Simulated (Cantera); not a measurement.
An isothermal, constant-pressure homogeneous reactor starts with H2 : O2 = 0.19 : 1 (molar parts), equivalence ratio 0.095, at 1450 K and 10.00 Torr.

Model: the H2/O2 subset of GRI-Mech 3.0, which has no nitrogen chemistry, integrated in Cantera. Radical loss at walls, strong at low pressure, is not modelled. The temperature is held fixed by assumption; the heat of reaction is taken as removed at once.

**Question.** Predict: x(H2) at 6.00 s; x(O2) at 6.00 s; x(O) at 6.00 s; x(H2O) at 6.00 s; x(H) at 6.00 s; x(OH) at 6.00 s.

**Answer.** 
| Property | Value |
|---|---|
| x(H2) at 6.00 s | 1.76e-6 (gas-phase equilibrium 1.58e-6) |
| x(O2) at 6.00 s | 0.826 (gas-phase equilibrium 0.826) |
| x(O) at 6.00 s | 1.78e-5 (gas-phase equilibrium 1.59e-5) |
| x(H2O) at 6.00 s | 0.173 (gas-phase equilibrium 0.173) |
| x(H) at 6.00 s | 1.22e-7 (gas-phase equilibrium 1.04e-7) |
| x(OH) at 6.00 s | 0.000288 (gas-phase equilibrium 0.000273) |
